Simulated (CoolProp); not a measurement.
The fluid at 918.8 K and 26.2 MPa flows at 18 m/s in a round tube of 6 mm bore and 15 µm roughness, fully developed (64/Re and Nu = 3.66 if laminar; Colebrook and Gnielinski if turbulent). The same conditions are run with several fluids, on thermodynamics alone (safety and materials aside).

Model: reference Helmholtz-energy equation of state of each fluid (carbon dioxide: Span 1996; normal hydrogen: Leachman 2009; dry air: Lemmon 2000; oxygen: Schmidt 1985; water: Wagner 2002), in CoolProp. Blends and air are pseudo-pure fits.

```
fluid            Reynolds number  Darcy friction factor  pressure drop (Pa/m)  heat-transfer coefficient (W/(m² K))  mass flow (kg/h)
---------------  ---------------  ---------------------  --------------------  ------------------------------------  ----------------
carbon dioxide            376000                 0.0253                 97500                                 11800               262
normal hydrogen            36200                 0.0285                  5030                                  7420              12.0
dry air                   231000                 0.0255                 62800                                  6920               167
oxygen                    226000                 0.0256                 70600                                  7310               187
water                     204000                 0.0256                 47600                                 11600               126
```

Above 300 K oxygen's equation is extrapolated.

Transport values come from each fluid's own correlations.
